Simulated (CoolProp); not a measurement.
A simple Rankine cycle with isohexane: condensing at 309.15 K, boiler at 2.5 MPa, turbine inlet 549 K, turbine efficiency 0.7, pump efficiency 0.8, no recuperator. Each further row changes one setting.

Values from CoolProp's reference Helmholtz-energy equation of state, Lemmon 2006. It is a short technical equation, of lower accuracy than the large ones.

```json
[
 {"case": "as stated", "thermal efficiency (%)": "(withheld)", "net work (kJ/kg)": "123", "heat in (kJ/kg)": "830", "turbine exit temperature (K)": "(withheld)", "volume ratio over the turbine": "(withheld)"},
 {"case": "condensing temperature 301.15 K", "thermal efficiency (%)": "(withheld)", "net work (kJ/kg)": "133", "heat in (kJ/kg)": "848", "turbine exit temperature (K)": "(withheld)", "volume ratio over the turbine": "88.7"},
 {"case": "boiler pressure 1.75 MPa", "thermal efficiency (%)": "13.8", "net work (kJ/kg)": "(withheld)", "heat in (kJ/kg)": "848", "turbine exit temperature (K)": "491.9", "volume ratio over the turbine": "(withheld)"},
 {"case": "turbine efficiency 0.6", "thermal efficiency (%)": "12.6", "net work (kJ/kg)": "105", "heat in (kJ/kg)": "830", "turbine exit temperature (K)": "489.8", "volume ratio over the turbine": "66.3"}
]
```

Question: Complete the blanks.

Answer: 
- as stated, thermal efficiency (%): 14.8
- as stated, turbine exit temperature (K): 482.5
- as stated, volume ratio over the turbine: 65.3
- condensing temperature 301.15 K, thermal efficiency (%): 15.7
- condensing temperature 301.15 K, turbine exit temperature (K): 478.5
- boiler pressure 1.75 MPa, net work (kJ/kg): 117
- boiler pressure 1.75 MPa, volume ratio over the turbine: 42.3
